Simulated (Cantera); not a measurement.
A jet of 1.13 % CH4, 17.5 % O2, 81.4 % N2 at 300 K and 105 Torr hits a platinum plate 5.8 cm away at a mass flux of 0.06 kg/m²/s; the plate temperature is set and raised in steps from an oxygen-covered start.

Cantera simulation using Deutschmann's 1995 Pt surface mechanism with GRI-Mech 3.0 gas chemistry; the numbers are that mechanism's predictions, not measurements. Catalytic surfaces can have several steady states; this one follows from the mechanism file's or the stated starting coverage.

x: mole fraction at the wall; θ: surface coverage.

```csv
plate T (K),wall x CH4,wall x O2,wall x H2O,wall x OH,wall x CO,wall x CO2,θ free Pt,θ O*
900,0.00752,0.167,0.00709,?,2.54e-6,0.00465,0.159,0.840
950,0.00564,0.163,0.0106,?,2.61e-6,0.00694,0.217,0.782
1000,0.00412,0.160,0.0134,?,2.55e-6,0.00878,0.280,0.719
1050,0.00304,0.157,0.0153,?,2.47e-6,0.0101,0.343,0.656
1100,0.00230,0.156,0.0166,?,2.42e-6,0.0109,0.407,0.592
1150,0.00174,0.155,0.0175,?,2.69e-6,0.0114,0.469,0.531
1200,0.00133,0.154,0.0182,?,3.23e-6,0.0118,0.528,0.471
1250,0.00101,0.154,0.0188,?,3.90e-6,0.0122,0.585,0.415
```

Q: Some entries are withheld; supply them.

A: 
- 900, wall x OH: 1.64e-8
- 950, wall x OH: 5.34e-8
- 1000, wall x OH: 1.47e-7
- 1050, wall x OH: 3.58e-7
- 1100, wall x OH: 7.86e-7
- 1150, wall x OH: 1.61e-6
- 1200, wall x OH: 3.06e-6
- 1250, wall x OH: 5.45e-6
